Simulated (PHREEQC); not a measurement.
# Brine: an equilibrium model

Solution (20 °C): 2.3 mol KCl and 1.4 mol MgSO4 per kg of water. Closed to the air; pH follows from the charge balance.

All values are PHREEQC results (Pitzer model, pitzer.dat), not measurements.

No solid was allowed to form.

**Question.** Estimate the activity of water.

**Answer.** activity of water 0.879.

Saturation is exceeded, for instance for Arcanite, Schoenite; the values hold only as long as no solid forms. Complexes and solids missing from the database can't appear.
